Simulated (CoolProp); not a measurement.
Vapour-liquid equilibrium of ethylene (1) + propylene (2) at 190.8 K; x and y are mole fractions of (1).

Computed with CoolProp (multi-fluid Helmholtz-energy mixture model, Smukala 2000 and Lemmon 2013; pair parameters Bell 2016).

```tsv
x	bubble pressure (kPa)	y at the bubble point	dew pressure at overall composition x (kPa)	liquid density (mol/L)
0.05	30.55	0.531	15.72	15.65
0.2	77.06	0.839	18.53	16.16
0.35	122.1	0.915	22.56	16.69
0.5	165.2	0.949	28.82	17.24
0.65	206.8	0.970	39.88	17.79
0.8	248.1	0.985	64.62	18.36
0.95	291.2	0.996	166.2	18.92
```

No azeotrope shows between x = 0.05 and 0.95.

The pair parameters rest on a limited set of measurements; away from them the model extrapolates.
